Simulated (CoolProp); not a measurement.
Values from CoolProp's reference Helmholtz-energy equation of state, Lemmon 2006. It is a short technical equation, of lower accuracy than the large ones.

**Question.** Give the vapour pressure (kPa), vapour density (kg/m³), liquid cp (kJ/(kg K)), surface tension (mN/m) of saturated C3F8 (R218) at 1.05 °C.

**Answer.** 
| T (°C) | p (kPa) | vapour density (kg/m³) | liquid cp (kJ/(kg K)) | surface tension (mN/m) |
|---|---|---|---|---|
| 1.05 | 429 | 41.2 | 1.08 | 6.22 |

Surface tension comes from a separate correlation (Mulero 2012).
